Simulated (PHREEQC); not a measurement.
Model water analysis in mg/L, 25 °C, pH 3.13, pe 9.6: Na 87.1; K 122; Ca 129; Mg 1.83; Cl 154; S(6) as SO4 503; Br 11.2; F 5.13; Cu(2) 20.7; N(5) as NO3 0.226.

Cl is adjusted to close the charge balance.
Valence states are taken as typed.

Equilibrium calculation in PHREEQC: ion-association model, phreeqc.dat.

Each row changes one thing in this solution. This is a speciation only: nothing precipitates in the calculation.

```json
[
 {"case": "as made", "ionic strength (mol/kgw)": "0.0205", "SO4-2 (mol/kgw)": "0.00420", "Ca+2 (mol/kgw)": "0.00257", "CaSO4 (mol/kgw)": "0.000647", "Cu+2 (mol/kgw)": "0.000251", "HSO4- (mol/kgw)": "0.000202", "SI of Fluorite (CaF2)": "-0.07", "SI of Gypsum (CaSO4:2H2O)": "-0.86"},
 {"case": "K from 122 to 61 mg/L", "ionic strength (mol/kgw)": "0.0189", "SO4-2 (mol/kgw)": "0.00420", "Ca+2 (mol/kgw)": "0.00255", "CaSO4 (mol/kgw)": "0.000665", "Cu+2 (mol/kgw)": "0.000249", "HSO4- (mol/kgw)": "0.000204", "SI of Fluorite (CaF2)": "-0.07", "SI of Gypsum (CaSO4:2H2O)": "-0.84"},
 {"case": "S(6) from 503 to 252 mg/L", "ionic strength (mol/kgw)": "0.0194", "SO4-2 (mol/kgw)": "0.00206", "Ca+2 (mol/kgw)": "0.00286", "CaSO4 (mol/kgw)": "0.000362", "Cu+2 (mol/kgw)": "0.000280", "HSO4- (mol/kgw)": "9.98e-5", "SI of Fluorite (CaF2)": "-0.02", "SI of Gypsum (CaSO4:2H2O)": "-1.11"}
]
```
